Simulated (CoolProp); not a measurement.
The numbers come from the reference Helmholtz-energy equation of state, Tillner-Roth 1994 in CoolProp.

For R134a, give the phase and the density (kg/m³), cv (kJ/(kg K)), speed of sound (m/s), expansivity (1/kK) at 357.2 K and 0.501 MPa; 396.3 K and 0.501 MPa.


- 357.2 K and 0.501 MPa: gas; density 18.2, cv 0.872, speed of sound 171, expansivity 3.41
- 396.3 K and 0.501 MPa: gas; density 16.1, cv 0.928, speed of sound 182, expansivity 2.88
